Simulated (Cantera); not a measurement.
Mixture: CH4 : C2H6 : C3H8 : O2 : N2 = 1 : 0.15 : 0.73 : 12.9 : 75.9 (molar parts), equivalence ratio 0.48, at 1.00 bar, adiabatic and at constant pressure. Ignition delay is the time to a rise of 400 K.

Detailed kinetics in Cantera: GRI-Mech 3.0 (53 species, 325 reactions). GRI-Mech 3.0 was tuned for natural gas; its chemistry of propane as a main component is partial and can be far from experiment.

Question: What does this change do: pressure from 1.00 bar to 28.0 bar?

Answer: 
| quantity | before | after |
|---|---|---|
| delay at 1050 K | 0.105 s | 5.84 ms |
| delay at 1125 K | 23.4 ms | 1.86 ms |
| delay at 1200 K | 5.61 ms | 0.639 ms |
| delay at 1275 K | 1.58 ms | 0.232 ms |
| delay at 1350 K | 0.548 ms | 90.2 µs |
| delay at 1425 K | 0.243 ms | 38.2 µs |
| delay at 1500 K | 0.138 ms | 17.8 µs |
| apparent activation energy between 1350 and 1500 K | 150 kJ/mol | 180 kJ/mol |
The pressure lies above the range GRI-Mech 3.0 was tuned for (to about 10 atm).
